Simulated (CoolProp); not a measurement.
Carbon monoxide along the isobar 926 kPa: fugacity coefficient from the reference equation and from simpler models built on Tc = -140.3 °C, pc = 3498 kPa, ω = 0.050; each cubic takes its own stable root.

Model: reference Helmholtz-energy equation of state, Lemmon 2006, in CoolProp. It is a short technical equation, of lower accuracy than the large ones.

```tsv
T (°C)	phase	reference
-199.55	liquid	0.04041
-176.45	liquid	0.4207
-153.35	gas	0.8821
-130.25	gas	0.9298
-107.25	gas	0.9556
-84.15	gas	0.9711
-61.05	gas	0.9809
-37.95	gas	0.9874
-14.85	gas	0.9919
```

How far does each simpler model (van der Waals, Redlich-Kwong, Soave-Redlich-Kwong, Peng-Robinson) lie from the reference over these 9 states: mean and median of the absolute difference, and the worst?


- van der Waals: mean 54.7 %, median 0.4 %, worst +402.1 % at -199.55 °C and 926 kPa
- Redlich-Kwong: mean 2.2 %, median 0.1 %, worst -18.6 % at -199.55 °C and 926 kPa
- Soave-Redlich-Kwong: mean 0.2 %, median 0.2 %, worst -0.5 % at -199.55 °C and 926 kPa
- Peng-Robinson: mean 1.0 %, median 0.6 %, worst +3.4 % at -199.55 °C and 926 kPa
